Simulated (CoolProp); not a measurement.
Vapour-liquid equilibrium of toluene (1) + ethylbenzene (2) at 0.00264 MPa; x and y are mole fractions of (1).

Values from CoolProp's multi-fluid Helmholtz-energy mixture model, Lemmon 2006 and Zhou 2012; pair parameters Bell 2016.

```json
[
 {"x": "0.05", "bubble temperature, mixture model (K)": "309.8", "bubble temperature, Raoult's law (K)": "309.8", "y, mixture model": "0.131", "y, Raoult's law": "0.128"},
 {"x": "0.2", "bubble temperature, mixture model (K)": "305.6", "bubble temperature, Raoult's law (K)": "305.5", "y, mixture model": "0.411", "y, Raoult's law": "0.416"},
 {"x": "0.35", "bubble temperature, mixture model (K)": "302.2", "bubble temperature, Raoult's law (K)": "301.9", "y, mixture model": "0.599", "y, Raoult's law": "0.610"},
 {"x": "0.5", "bubble temperature, mixture model (K)": "299.3", "bubble temperature, Raoult's law (K)": "298.9", "y, mixture model": "0.738", "y, Raoult's law": "0.747"},
 {"x": "0.65", "bubble temperature, mixture model (K)": "296.6", "bubble temperature, Raoult's law (K)": "296.3", "y, mixture model": "0.845", "y, Raoult's law": "0.848"},
 {"x": "0.8", "bubble temperature, mixture model (K)": "294.2", "bubble temperature, Raoult's law (K)": "294.0", "y, mixture model": "0.926", "y, Raoult's law": "0.924"},
 {"x": "0.95", "bubble temperature, mixture model (K)": "292.0", "bubble temperature, Raoult's law (K)": "291.9", "y, mixture model": "0.985", "y, Raoult's law": "0.983"}
]
```

The largest gap from Raoult's law is +0.4 K in bubble temperature, at x = 0.5. No azeotrope shows between x = 0.05 and 0.95.

The pair parameters rest on a limited set of measurements; away from them the model extrapolates.
